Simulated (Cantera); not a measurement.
Feed: 1 mol Si, 6.4 mol Br2, 1 mol N2, held at 1298.15 K and 20.0 Pa.

Equilibrium computed with Cantera from the NASA thermochemical tables; the gas is ideal and each condensed phase is pure. Candidate condensed phases: Br2, Si, Si3N4; 13 gas species. The tables' values for SiBr3 are old estimates; treat these amounts as uncertain. The numbers say what is thermodynamically allowed, not how fast it happens.

Base state: Br 0.796, N2 0.0937, SiBr4 0.0905, Br2 0.0168, SiBr3 0.00177, SiBr2 0.00146 (mole fractions); condensed: gas only.

Q: What changes in the equilibrium state with this change: temperature from 1298.15 K to 573.15 K?

A: 
```tsv
species	before	after
Br2	0.0168	0.687
SiBr4	0.0905	0.156
N2	0.0937	0.156
Br	0.796	5.44e-5
SiBr3	0.00177	<1e-9
SiBr2	0.00146	<1e-9
```
